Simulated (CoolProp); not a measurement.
The numbers come from the reference Helmholtz-energy equation of state, Thol 2019 in CoolProp.

### Question
Give the vapour pressure (MPa), vapour density (kg/m³), enthalpy of vaporisation (kJ/kg), liquid cp (kJ/(kg K)) of saturated decamethylcyclopentasiloxane (D5) at 22.05, 70.95 °C.

### Answer
```json
[
 {"T (°C)": "22.05", "p (MPa)": "1.49e-5", "vapour density (kg/m³)": "0.00224", "enthalpy of vaporisation (kJ/kg)": "176", "liquid cp (kJ/(kg K))": "1.71"},
 {"T (°C)": "70.95", "p (MPa)": "0.000535", "vapour density (kg/m³)": "0.0694", "enthalpy of vaporisation (kJ/kg)": "157", "liquid cp (kJ/(kg K))": "1.76"}
]
```
